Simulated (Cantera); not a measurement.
# Thermodynamics of silicon carbide growth, feed (CH₃)₂SiCl₂ + C₂H₂ + H₂

A closed system holds: 1 mol (CH₃)₂SiCl₂, 1.2 mol C₂H₂, 2.7 mol H₂, at 0.100 bar.

Method: chemical equilibrium by Gibbs-energy minimisation in Cantera with the NASA 1993 tables (ideal gas, pure condensed phases). Candidate condensed phases: C, C₆H₆, C₇H₈, C₈H₁₈, Si, SiC; 109 gas species. The feed counts by its element totals alone. The tables' values for SiCl, SiCl₃ are old estimates; treat these amounts as uncertain. Gases not in the tables: Si₂H₆ and higher silanes. Rates play no part.

From 1825 K to 2425 K the condensed part is C(graphite) + SiC(s). The main Si-bearing gas is SiCl₂ throughout. The share of Si in condensed phases is highest at 1825 K (94.9 %) and lowest at 2425 K (77.3 %).

| T (K) | x H₂ | x HCl | x H | x SiCl₂ | x Cl | n C(graphite) | n SiC(s) |
|---|---|---|---|---|---|---|---|
| 1825 | 0.752 | 0.240 | 0.00121 | 0.00615 | 0.000293 | 3.45 | 0.949 |
| 1875 | 0.753 | 0.238 | 0.00180 | 0.00702 | 0.000430 | 3.45 | 0.942 |
| 1925 | 0.753 | 0.236 | 0.00262 | 0.00795 | 0.000617 | 3.46 | 0.935 |
| 1975 | 0.752 | 0.233 | 0.00375 | 0.00891 | 0.000869 | 3.46 | 0.927 |
| 2025 | 0.752 | 0.231 | 0.00528 | 0.00989 | 0.00120 | 3.47 | 0.919 |
| 2075 | 0.751 | 0.228 | 0.00730 | 0.0109 | 0.00164 | 3.47 | 0.910 |
| 2125 | 0.749 | 0.225 | 0.00994 | 0.0119 | 0.00219 | 3.48 | 0.901 |
| 2175 | 0.747 | 0.222 | 0.0133 | 0.0129 | 0.00289 | 3.48 | 0.890 |
| 2225 | 0.743 | 0.218 | 0.0177 | 0.0139 | 0.00376 | 3.49 | 0.878 |
| 2275 | 0.739 | 0.214 | 0.0231 | 0.0148 | 0.00482 | 3.49 | 0.863 |
| 2325 | 0.732 | 0.209 | 0.0298 | 0.0157 | 0.00610 | 3.49 | 0.843 |
| 2375 | 0.724 | 0.204 | 0.0379 | 0.0165 | 0.00763 | 3.50 | 0.815 |
| 2425 | 0.713 | 0.198 | 0.0478 | 0.0172 | 0.00943 | 3.51 | 0.773 |
x: gas mole fraction; n: condensed amount in mol.
